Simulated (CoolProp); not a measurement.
Vapour-liquid equilibrium of R1234yf (1) + R1234ze(E) (2) at 13.1 bar; x and y are mole fractions of (1).

The numbers come from the multi-fluid Helmholtz-energy mixture model, Lemmon 2022 and Thol 2016; pair parameters Bell 2022 in CoolProp.

| x | bubble temperature (K) | y at the bubble point | dew temperature at overall composition x (K) | liquid density (mol/L) |
|---|---|---|---|---|
| 0.05 | 333.5 | 0.061 | [?] | 9.001 |
| 0.15 | 332.2 | 0.177 | 332.5 | 8.976 |
| 0.25 | 331.0 | 0.287 | 331.4 | 8.948 |
| 0.35 | [?] | 0.392 | 330.4 | 8.917 |
| 0.45 | 328.8 | 0.493 | 329.3 | 8.884 |
| 0.55 | 327.8 | 0.592 | 328.2 | 8.848 |
| 0.65 | 326.8 | 0.687 | 327.2 | 8.811 |
| 0.75 | 325.8 | 0.780 | 326.1 | 8.773 |
| 0.85 | 324.8 | 0.870 | 325.1 | 8.733 |
| 0.95 | 323.9 | 0.957 | 324.0 | [?] |

Q: Complete the blanks.

A: 
- 0.05, dew temperature at overall composition x (K): 333.7
- 0.35, bubble temperature (K): 329.9
- 0.95, liquid density (mol/L): 8.692

No azeotrope shows between x = 0.05 and 0.95.

Pair parameters are fitted to limited data, so mixtures are less certain than the pure fluids.
